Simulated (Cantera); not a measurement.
A diamond (100) surface in a fixed gas of H2 with x(CH4) = 0.0029, x(H) = 0.0005, x(CH3) = 3.1e-05, at 1100 K; coverages are run to steady state.

Computed with Cantera and the Harris–Goodwin 1993 mechanism for the reconstructed diamond (100) surface.

θ: site fractions in the mechanism's names (c6HH fully hydrogenated, c6H* and c6*H radical sites, c6** diradical, c6HM methylated).

```tsv
P (Pa)	growth (µm/h)	θ c6HH	θ c6H*	θ c6*H	θ c6**	θ c6HM
1400	___	0.532	0.0268	0.425	0.0132	0.00140
2000	___	0.532	0.0268	0.425	0.0132	0.00194
2700	___	0.531	0.0268	0.424	0.0132	0.00253
3800	___	0.531	0.0267	0.424	0.0132	0.00338
5200	___	0.530	0.0267	0.423	0.0132	0.00434
7300	___	0.529	0.0267	0.422	0.0131	0.00559
10000	___	0.528	0.0266	0.422	0.0131	0.00692
14000	___	0.527	0.0265	0.420	0.0131	0.00848
```

Task: Fill in the missing entries.

Result: 
- 1400, growth (µm/h): 0.0306
- 2000, growth (µm/h): 0.0548
- 2700, growth (µm/h): 0.0903
- 3800, growth (µm/h): 0.160
- 5200, growth (µm/h): 0.271
- 7300, growth (µm/h): 0.474
- 10000, growth (µm/h): 0.787
- 14000, growth (µm/h): 1.33
